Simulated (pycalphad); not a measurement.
Effect of Si content in Cu-Si

All values are pycalphad results on the COST 507 light-alloy database (1999) (1 atm), not direct measurements. These are 1990s assessments: newer ones move some temperatures and phases. Amounts are mole fractions of atoms.

```tsv
alloy	liquidus (K)	first solid	solidus (K)	phases at 650 K
Cu-7.34Si (wt.%)	?	?	?	?
Cu-16.18Si (wt.%)	1077	CU19SI6_ETA	1074	CU19SI6_ETA 0.92, diamond (Si) 0.08
Cu-40.67Si (wt.%)	1427	diamond (Si)	1074	CU19SI6_ETA 0.52, diamond (Si) 0.48
```

Question: Fill in the missing entries.

Answer: 
- Cu-7.34Si (wt.%), liquidus (K): 1129
- Cu-7.34Si (wt.%), first solid: fcc
- Cu-7.34Si (wt.%), solidus (K): 1120
- Cu-7.34Si (wt.%), phases at 650 K: fcc 0.52, CU19SI6_ETA 0.48

Database names, with the compositions (at.%) that they take in these runs: CU19SI6_ETA: Cu 76 Si 24.
